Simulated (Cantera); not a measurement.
A closed system holds: 1 mol CH₄, 0.53 mol CO₂, 1.1 mol H₂, at 0.0100 bar.

Equilibrium computed with Cantera from the NASA thermochemical tables; the gas is ideal and each condensed phase is pure. Candidate condensed phases: C, C₆H₆, C₇H₈, C₈H₁₈, H₂O; 110 gas species. Kinetics and transport are ignored. All values below are at 1673 K.

Base state: H₂ 0.744, CO 0.255, H 0.000982, C₂H₂ (acetylene) 4.24e-5 (mole fractions); condensed: C(graphite).

Task: What changes in the equilibrium state with this change: CO₂ from 0.53 to 0.068 mol?

Result: 
```
species             before    after
----------------  --------  -------
H₂                   0.744    0.957
CO                   0.255   0.0420
H                 0.000982  0.00111
CH₄                6.73e-6  1.11e-5
C₂H₂ (acetylene)   4.24e-5  5.45e-5
C(graphite), mol     0.470    0.932
```

Task: What changes in the equilibrium state with this change: CH₄ replaced by C₃H₈?

Result: 
| species | before | after |
|---|---|---|
| H₂ | 0.744 | 0.827 |
| CO | 0.255 | 0.172 |
| H | 0.000982 | 0.00104 |
| C₂H₂ (acetylene) | 4.24e-5 | 4.71e-5 |
| C(graphite), mol | 0.470 | 2.47 |
